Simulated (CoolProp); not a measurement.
Values from CoolProp's reference Helmholtz-energy equation of state, Jacobsen 1992.

**Question.** Give the vapour pressure (MPa), liquid density (kg/m³), vapour Z, liquid viscosity (µPa s) of saturated R11 at 35.55, 73.75, 81.35 °C.

**Answer.** 
| T (°C) | p (MPa) | liquid density (kg/m³) | vapour Z | liquid viscosity (µPa s) |
|---|---|---|---|---|
| 35.55 | 0.151 | 1450 | 0.952 | 391 |
| 73.75 | 0.449 | 1350 | 0.898 | 276 |
| 81.35 | 0.540 | 1330 | 0.883 | 258 |

Viscosity comes from a separate model (Klein 1997), an estimate that may be off by 10 % or more.
